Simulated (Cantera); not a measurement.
Input: 1 mol AlCl3, 0.51 mol NH3, 3 mol N2, at 1573 K and 0.570 bar.

These are equilibrium values from Cantera (NASA tables, ideal gas, pure condensed phases), not measurements of a reactor. Candidate condensed phases: Al, AlCl3, AlN, NH4Cl; 20 gas species. The tables' values for AlCl2 are old estimates; treat these amounts as uncertain. Kinetics and transport are ignored.

Base state: N2 0.636, AlCl3 0.172, H2 0.119, HCl 0.0662, AlCl2 0.00544, AlCl 0.00103, H 1.86e-5, Al2Cl6 1.30e-5 (mole fractions); condensed: AlN(s).

Task: What changes in the equilibrium state with this change: pressure from 0.570 bar to 0.100 bar?

Result: 
| species | before | after |
|---|---|---|
| N2 | 0.636 | 0.634 |
| AlCl3 | 0.172 | 0.165 |
| H2 | 0.119 | 0.118 |
| AlCl2 | 0.00544 | 0.0126 |
| AlCl | 0.00103 | 0.00578 |
| HCl | 0.0662 | 0.0650 |
| Al2Cl6 | 1.30e-5 | 2.08e-6 |
| H | 1.86e-5 | 4.42e-5 |
| AlN(s), mol | 0.0986 | 0.0691 |

Task: What changes in the equilibrium state with this change: temperature from 1573 K to 1125 K?

Result: 
```tsv
species	before	after
N2	0.636	0.636
AlCl3	0.172	0.174
H2	0.119	0.115
HCl	0.0662	0.0750
AlCl2	0.00544	9.55e-6
AlCl	0.00103	2.74e-8
H	1.86e-5	2.00e-8
Al2Cl6	1.30e-5	0.000372
AlN(s), mol	0.0986	0.125
```
